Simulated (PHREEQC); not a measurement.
A solution holds 13 mmol/kgw CdSO4, 53 mmol/kgw KCl and 0.22 mmol/kgw HCl, at 25 °C. Closed to the air; pH follows from the charge balance.

All values are PHREEQC results (ion-association model, wateq4f.dat), not measurements.

This is a speciation only: nothing precipitates in the calculation.

**Question.** Order these Cd species by the share of Cd that they hold, largest first: CdSO4, Cd+2, CdCl2, CdCl+, Cd(SO4)2-2.

**Answer.** CdCl+ (50 %), Cd+2 (30 %), CdSO4 (13 %), CdCl2 (5.7 %), Cd(SO4)2-2 (1.4 %)

The pH is 3.88 and the ionic strength 0.0796 mol/kgw.
